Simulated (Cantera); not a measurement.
Cantera run, input and output.

```python
import numpy as np
import cantera as ct

gas = ct.Solution("gri30.yaml")
gas.TPX = 1475, 36000, {'CH4': 1, 'H2O': 3.9}
inlet = ct.Reservoir(gas, clone=True)

reactor = ct.IdealGasConstPressureReactor(gas, energy="off", clone=False)
exhaust = ct.Reservoir(gas, clone=True)
tau = [3.2, 1.1, 0.38, 0.13, 0.044, 0.015, 0.0052, 0.0018, 0.00061][0]
for a, b in ((inlet, reactor), (reactor, exhaust)):
    ct.MassFlowController(a, b, mdot=lambda t: reactor.mass / tau)
net = ct.ReactorNet([reactor])
show = ['CH4', 'H2O', 'CO2', 'H', 'H2', 'C2H6']

rows = []
print(f"{'tau/s':>10s}{'T/K':>9s}" + "".join(f"{s:>11s}" for s in show))
for tau in [3.2, 1.1, 0.38, 0.13, 0.044, 0.015, 0.0052, 0.0018, 0.00061]:
    net.initial_time = 0.0
    net.advance(30 * tau)
    before = gas.X
    net.advance(40 * tau)
    drift = np.max(np.abs(gas.X - before) / (gas.X + 1e-9))
    rows.append([gas.T, *gas[show].X, drift])
    print(f"{tau:10.3e}{gas.T:9.1f}" + "".join(f"{x:11.3e}" for x in gas[show].X))
```

It prints:

```
     tau/s      T/K        CH4        H2O        CO2          H         H2       C2H6
 3.200e+00   1475.0  8.772e-02  6.734e-01  1.034e-02  7.127e-06  1.814e-01  5.350e-05
 1.100e+00   1475.0  1.216e-01  7.266e-01  3.063e-03  4.766e-06  1.142e-01  1.227e-04
 3.800e-01   1475.0  1.556e-01  7.611e-01  5.250e-04  2.802e-06  6.197e-02  2.404e-04
 1.300e-01   1475.0  1.809e-01  7.814e-01  5.829e-05  1.393e-06  2.753e-02  3.776e-04
 4.400e-02   1475.0  1.952e-01  7.914e-01  4.751e-06  5.595e-07  9.378e-03  4.447e-04
 1.500e-02   1475.0  2.013e-01  7.949e-01  2.591e-07  1.978e-07  2.424e-03  3.557e-04
 5.200e-03   1475.0  2.033e-01  7.957e-01  6.579e-09  8.257e-08  5.474e-04  1.770e-04
 1.800e-03   1475.0  2.038e-01  7.959e-01  7.450e-11  4.991e-08  1.347e-04  5.463e-05
 6.100e-04   1475.0  2.040e-01  7.959e-01  3.795e-13  3.956e-08  3.776e-05  9.457e-06
```

Detailed kinetics in Cantera: GRI-Mech 3.0 (53 species, 325 reactions).
